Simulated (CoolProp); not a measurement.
The fluoroketone C6F12O (FK-5-1-12) at several states: Z from the reference equation and from simpler models built on Tc = 168.7 °C, pc = 1869 kPa, ω = 0.471; each cubic takes its own stable root.

The numbers come from the reference Helmholtz-energy equation of state, McLinden 2015 in CoolProp.

```
T (°C)  p (kPa)   phase  reference  van der Waals  Redlich-Kwong  Soave-Redlich-Kwong  Peng-Robinson
------  -------  ------  ---------  -------------  -------------  -------------------  -------------
-28.55     1590  liquid     0.1405         0.2383         0.1623               0.1548            ___
25.15       526  liquid        ___            ___            ___              0.04568        0.04045
147.55      913     gas     0.7506         0.8040         0.7720               0.7589            ___
14.75        65  liquid   0.005256         0.9713            ___                  ___            ___
```

Task: Some entries are withheld; supply them.

Result: 
- -28.55, Peng-Robinson: 0.1377
- 25.15, reference: 0.04178
- 25.15, van der Waals: 0.07119
- 25.15, Redlich-Kwong: 0.04889
- 147.55, Peng-Robinson: 0.7406
- 14.75, Redlich-Kwong: 0.9599
- 14.75, Soave-Redlich-Kwong: 0.005754
- 14.75, Peng-Robinson: 0.005097

At some of these states van der Waals, Redlich-Kwong gives the other phase, because its saturation line lies elsewhere.
